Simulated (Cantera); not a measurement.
An isothermal, constant-pressure homogeneous reactor starts with 37.0 % CH4, 63.0 % CO2, at 1400 K and 4.10 bar.

Model: GRI-Mech 3.0 (53 species, 325 reactions), integrated in Cantera.

Predict: x(CH4) at 100 s; x(CO2) at 100 s; x(CH3) at 100 s; x(OH) at 100 s; x(CH2CO) at 100 s.


```json
{
  "x(CH4) at 100 s": "0.0821 (gas-phase equilibrium 5.96e-5)",
  "x(CO2) at 100 s": "0.148 (gas-phase equilibrium 0.0614)",
  "x(CH3) at 100 s": "9.14e-6 (gas-phase equilibrium 4.96e-9)",
  "x(OH) at 100 s": "1.54e-8 (gas-phase equilibrium 7.25e-9)",
  "x(CH2CO) at 100 s": "3.01e-6 (gas-phase equilibrium 7.20e-10)"
}
```
